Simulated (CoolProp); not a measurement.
Properties of toluene along the isobar 5400 kPa (Tc = 591.7 K, pc = 4126 kPa, ω = 0.266).

Computed with CoolProp (reference Helmholtz-energy equation of state, Lemmon 2006). It is a short technical equation, of lower accuracy than the large ones.

```json
[
 {"T (K)": "337.9", "phase": "liquid", "cp (kJ/(kg K))": "1.827", "fugacity coefficient": "0.005045"},
 {"T (K)": "347.1", "phase": "liquid", "cp (kJ/(kg K))": "1.859", "fugacity coefficient": "0.007046"},
 {"T (K)": "356.3", "phase": "liquid", "cp (kJ/(kg K))": "1.891", "fugacity coefficient": "0.009633"},
 {"T (K)": "365.6", "phase": "liquid", "cp (kJ/(kg K))": "1.924", "fugacity coefficient": "0.01295"},
 {"T (K)": "374.8", "phase": "liquid", "cp (kJ/(kg K))": "1.957", "fugacity coefficient": "0.01705"},
 {"T (K)": "384", "phase": "liquid", "cp (kJ/(kg K))": "1.990", "fugacity coefficient": "0.02208"},
 {"T (K)": "393.3", "phase": "liquid", "cp (kJ/(kg K))": "2.024", "fugacity coefficient": "0.02822"},
 {"T (K)": "402.5", "phase": "liquid", "cp (kJ/(kg K))": "2.057", "fugacity coefficient": "0.03546"},
 {"T (K)": "411.7", "phase": "liquid", "cp (kJ/(kg K))": "2.091", "fugacity coefficient": "0.04398"}
]
```
